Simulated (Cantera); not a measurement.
Mixture: CH4 : O2 : N2 = 1 : 1.43 : 5.37 (molar parts), equivalence ratio 1.4, at 0.920 bar, adiabatic and at constant pressure. Ignition delay is the time to a rise of 400 K.

Computed with Cantera and GRI-Mech 3.0 (53 species, 325 reactions).

Problem. At T0 = 1350 K, what is the delay, and which 6 reactions control it most (d ln τ / d ln k, from doubling and halving each rate constant)?

Solution. The delay is 7.96 ms.
| reaction | d ln τ / d ln k | faster rate |
|---|---|---|
| 2 CH3 (+M) <=> C2H6 (+M) | 0.50 | lengthens it |
| CH3 + O2 <=> CH3O + O | -0.41 | shortens it |
| CH3 + O2 <=> CH2O + OH | -0.32 | shortens it |
| H + O2 <=> O + OH | -0.28 | shortens it |
| CH4 + H <=> CH3 + H2 | 0.24 | lengthens it |
| CH2O + O2 <=> HCO + HO2 | -0.22 | shortens it |
